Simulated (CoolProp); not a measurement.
Isobutene along the isobar 101 kPa: density (kg/m³) from the reference equation and from simpler models built on Tc = 418.1 K, pc = 4016 kPa, ω = 0.193; each cubic takes its own stable root.

The numbers come from the reference Helmholtz-energy equation of state, Lemmon 2005 in CoolProp. It is a short technical equation, of lower accuracy than the large ones.

```json
[
 {"T (K)": "154.4", "phase": "liquid", "reference": "(withheld)", "van der Waals": "453.8", "Redlich-Kwong": "676.5"},
 {"T (K)": "175", "phase": "liquid", "reference": "723.1", "van der Waals": "443.4", "Redlich-Kwong": "(withheld)"},
 {"T (K)": "195.5", "phase": "liquid", "reference": "(withheld)", "van der Waals": "432.5", "Redlich-Kwong": "(withheld)"},
 {"T (K)": "216.1", "phase": "liquid", "reference": "680.8", "van der Waals": "3.268", "Redlich-Kwong": "(withheld)"},
 {"T (K)": "236.6", "phase": "liquid", "reference": "(withheld)", "van der Waals": "2.965", "Redlich-Kwong": "603.7"},
 {"T (K)": "257.2", "phase": "liquid", "reference": "636.6", "van der Waals": "2.714", "Redlich-Kwong": "2.742"},
 {"T (K)": "277.7", "phase": "gas", "reference": "2.546", "van der Waals": "2.504", "Redlich-Kwong": "2.523"},
 {"T (K)": "298.3", "phase": "gas", "reference": "(withheld)", "van der Waals": "2.324", "Redlich-Kwong": "2.337"},
 {"T (K)": "318.8", "phase": "gas", "reference": "2.186", "van der Waals": "2.169", "Redlich-Kwong": "2.178"},
 {"T (K)": "339.4", "phase": "gas", "reference": "2.044", "van der Waals": "2.033", "Redlich-Kwong": "2.040"},
 {"T (K)": "359.9", "phase": "gas", "reference": "1.921", "van der Waals": "1.914", "Redlich-Kwong": "1.919"},
 {"T (K)": "380.5", "phase": "gas", "reference": "1.813", "van der Waals": "1.808", "Redlich-Kwong": "1.812"}
]
```

**Question.** Fill in the missing entries.

**Answer.** 
- 154.4, reference: 744.2
- 175, Redlich-Kwong: 660.6
- 195.5, reference: 702.1
- 195.5, Redlich-Kwong: 643.3
- 216.1, Redlich-Kwong: 624.3
- 236.6, reference: 659.1
- 298.3, reference: 2.350

At some of these states van der Waals, Redlich-Kwong gives the other phase, because its saturation line lies elsewhere.
